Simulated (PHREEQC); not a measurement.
Brine (model solution)

Solution (25 °C): 2.7 mol LiCl, 0.47 mol BaCl2 and 0.16 mol MgCl2 per kg of water. Closed to the air; pH follows from the charge balance.

Computed with PHREEQC (Pitzer model, pitzer.dat).

Precipitation was switched off in this run.

Q: What activity of water does the model give?

A: activity of water 0.841.

Complexes and solids missing from the database can't appear.
